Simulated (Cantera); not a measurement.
Feed: 1 mol Fe(CO)5, 2.1 mol H2, 27 mol N2, held at 0.133 bar.

Cantera equilibrium calculation (NASA polynomials, part measured and part estimated; ideal gas, pure solids and liquids). Candidate condensed phases: C, C6H6, C7H8, C8H18, Fe, Fe(CO)5, FeO, Fe(OH)2, Fe(OH)3, Fe2O3, Fe3O4, H2O; 140 gas species. Condensed phases not in the tables: cementite and carbon dissolved in iron. Kinetics and transport are ignored.

x: gas mole fraction; n: condensed amount in mol.

```
T (K)   x N2   x CO    x H2     x CO2     x H2O     x CH4  n C(graphite)  n Fe(α)  n Fe(γ)
-----  -----  -----  ------  --------  --------  --------  -------------  -------  -------
875    0.809  0.111  0.0589    0.0176   0.00355  0.000202          0.701     1.00        0
950    0.796  0.138  0.0607   0.00424   0.00104   8.23e-5          0.176     1.00        0
1025   0.793  0.145  0.0613       ___       ___       ___            ___     1.00        0
1100   0.792  0.146  0.0615  0.000251  0.000107   1.81e-5         0.0114     1.00        0
1175   0.792  0.146  0.0615       ___       ___       ___            ___     1.00        0
1250   0.792  0.147  0.0615   2.76e-5   1.81e-5   5.55e-6              0        0     1.00
1325   0.792  0.147  0.0615   1.95e-5   1.53e-5   1.92e-6              0        0    1.000
```

Task: Complete the blanks.

Result: 
- 1175, x CO2: 7.74e-5
- 1175, x H2O: 4.16e-5
- 1175, x CH4: 9.66e-6
- 1175, n C(graphite): 0.00331
- 1025, x CO2: 0.000959
- 1025, x H2O: 0.000313
- 1025, x CH4: 3.68e-5
- 1025, n C(graphite): 0.0420
